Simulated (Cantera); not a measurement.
An adiabatic, constant-volume homogeneous reactor starts with 12.0 % CH₄, 18.5 % O₂, 69.5 % N₂, equivalence ratio 1.3, at 1525 K and 9.87 atm.

Computed with Cantera and GRI-Mech 3.0 (53 species, 325 reactions). Above 3000 K some thermodynamic fits are extrapolated.

Predict: time of steepest temperature rise; temperature at 5.00 s; equilibrium temperature; x(O₂) at 5.00 s; x(CO₂) at 5.00 s; x(N₂O) at 5.00 s; x(OH) at 5.00 s.


```json
{
  "time_of_steepest_temperature_rise": "0.154 ms",
  "temperature at 5.00 s": "3147 K",
  "equilibrium_temperature": "3147 K",
  "x(O₂) at 5.00 s": "0.00325 (gas-phase equilibrium 0.00325)",
  "x(CO₂) at 5.00 s": "0.0363 (gas-phase equilibrium 0.0363)",
  "x(N₂O) at 5.00 s": "1.55e-6 (gas-phase equilibrium 1.55e-6)",
  "x(OH) at 5.00 s": "0.0150 (gas-phase equilibrium 0.0150)"
}
```
